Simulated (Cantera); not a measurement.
**Premixed flame**

A freely propagating, adiabatic, planar premixed flame of H2 : O2 : N2 : H2O = 1 : 0.5 : 1.88 : 0.098 (molar parts), unburnt at 550 K and 30000 Pa; unity-Lewis-number transport, grid criteria slope 0.08 and curve 0.16, no radiation.

Computed with Cantera and the H2/O2 subset of GRI-Mech 3.0, which has no nitrogen chemistry. Unity Lewis numbers drop preferential diffusion, which matters most where H2 and H carry the flame. Burning velocities carry a grid error of a few per cent, more on coarse grids.

```json
[
 {"z (mm)": "-4.80", "T (K)": "550", "u (m/s)": "3.56", "x H2": "0.288", "x O2": "0.144", "x H2O": "0.0282", "x O": "<1e-8", "x H2O2": "<1e-8", "x H": "<1e-8"},
 {"z (mm)": "-3.20", "T (K)": "550", "u (m/s)": "3.56", "x H2": "0.288", "x O2": "0.144", "x H2O": "0.0282", "x O": "<1e-8", "x H2O2": "<1e-8", "x H": "<1e-8"},
 {"z (mm)": "-2.40", "T (K)": "550", "u (m/s)": "3.56", "x H2": "0.288", "x O2": "0.144", "x H2O": "0.0282", "x O": "<1e-8", "x H2O2": "<1e-8", "x H": "<1e-8"},
 {"z (mm)": "-1.60", "T (K)": "550", "u (m/s)": "3.56", "x H2": "0.288", "x O2": "0.144", "x H2O": "0.0282", "x O": "1.05e-8", "x H2O2": "1.88e-8", "x H": "<1e-8"},
 {"z (mm)": "-0.800", "T (K)": "564", "u (m/s)": "3.65", "x H2": "0.286", "x O2": "0.143", "x H2O": "0.0300", "x O": "4.84e-6", "x H2O2": "1.38e-6", "x H": "1.85e-5"},
 {"z (mm)": "-0.400", "T (K)": "730", "u (m/s)": "4.67", "x H2": "0.263", "x O2": "0.132", "x H2O": "0.0543", "x O": "0.000247", "x H2O2": "2.98e-6", "x H": "0.00322"},
 {"z (mm)": "0", "T (K)": "1161", "u (m/s)": "7.25", "x H2": "0.142", "x O2": "0.0796", "x H2O": "0.160", "x O": "0.00566", "x H2O2": "1.61e-6", "x H": "0.0481"},
 {"z (mm)": "0.400", "T (K)": "1443", "u (m/s)": "8.83", "x H2": "0.0572", "x O2": "0.0386", "x H2O": "0.235", "x O": "0.0130", "x H2O2": "1.67e-6", "x H": "0.0751"},
 {"z (mm)": "0.800", "T (K)": "1577", "u (m/s)": "9.55", "x H2": "0.0502", "x O2": "0.0317", "x H2O": "0.249", "x O": "0.0135", "x H2O2": "1.11e-6", "x H": "0.0657"},
 {"z (mm)": "1.60", "T (K)": "1728", "u (m/s)": "10.3", "x H2": "0.0499", "x O2": "0.0280", "x H2O": "0.259", "x O": "0.0120", "x H2O2": "5.88e-7", "x H": "0.0509"},
 {"z (mm)": "3.20", "T (K)": "1887", "u (m/s)": "11.1", "x H2": "0.0479", "x O2": "0.0242", "x H2O": "0.272", "x O": "0.00971", "x H2O2": "3.03e-7", "x H": "0.0369"},
 {"z (mm)": "6.40", "T (K)": "2042", "u (m/s)": "11.9", "x H2": "0.0438", "x O2": "0.0202", "x H2O": "0.286", "x O": "0.00717", "x H2O2": "1.71e-7", "x H": "0.0249"},
 {"z (mm)": "12.8", "T (K)": "2182", "u (m/s)": "12.6", "x H2": "0.0380", "x O2": "0.0163", "x H2O": "0.301", "x O": "0.00483", "x H2O2": "1.14e-7", "x H": "0.0156"}
]
```
x: mole fraction of selected species; z is measured from the peak of heat release.

The laminar burning velocity comes out as 356 cm/s and the thermal thickness is 1.60 mm. The peak x(O) is 0.0137 and the peak x(H2O2) comes out as 3.19e-6. The peak x(H) comes out as 0.0755. The grid points comes out as 128.
